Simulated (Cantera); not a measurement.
# Moist CO burnout

An isothermal, constant-pressure homogeneous reactor starts with 1.08 % CO, 0.569 % O2, 0.226 % H2O, 98.1 % N2, at 1273 K and 0.730 bar.

Detailed kinetics in Cantera: GRI-Mech 3.0 (53 species, 325 reactions).

```
t (s)         x CO      x O2    x H2O      x H2    x H2O2     x NO2       x H
--------  --------  --------  -------  --------  --------  --------  --------
1.00e-6     0.0108   0.00569  0.00226    <1e-12    <1e-12    <1e-12    <1e-12
3.16e-6     0.0108   0.00569  0.00226    <1e-12    <1e-12    <1e-12    <1e-12
1.00e-5     0.0108   0.00569  0.00226    <1e-12    <1e-12    <1e-12    <1e-12
3.16e-5     0.0108   0.00569  0.00226    <1e-12    <1e-12    <1e-12    <1e-12
0.000100    0.0108   0.00569  0.00226    <1e-12    <1e-12    <1e-12  1.15e-11
0.000316    0.0108   0.00569  0.00226  7.22e-12    <1e-12    <1e-12  1.48e-10
0.00100     0.0108   0.00569  0.00226  2.74e-10    <1e-12    <1e-12   1.85e-9
0.00316     0.0108   0.00569  0.00226   3.65e-8  1.04e-11    <1e-12   1.43e-7
0.0100     0.00679   0.00360  0.00178  0.000128   3.22e-8  1.35e-10  0.000611
0.0316     0.00119  0.000926  0.00208   9.39e-5   1.96e-8  3.87e-10  0.000153
0.100     0.000350  0.000481  0.00221   3.39e-5   6.21e-9  6.28e-10   2.29e-5
0.316     0.000100  0.000347  0.00225   1.04e-5   1.66e-9   1.40e-9   3.31e-6
1.00       2.28e-5  0.000306  0.00226   2.45e-6  3.80e-10   3.46e-9   3.62e-7
3.16       4.17e-6  0.000296  0.00227   4.63e-7  7.52e-11   5.69e-9   3.03e-8
10.0       7.54e-7  0.000295  0.00227   8.76e-8  1.49e-11   4.35e-9   2.55e-9
```
x: mole fraction; the columns are a selection and need not sum to one.

Equilibrium at this temperature and pressure: CO 6.62e-8, O2 0.000289, H2O 0.00227, H2 8.37e-9, H2O2 1.46e-12, NO2 5.30e-9, H 7.68e-11 (gas phase only).
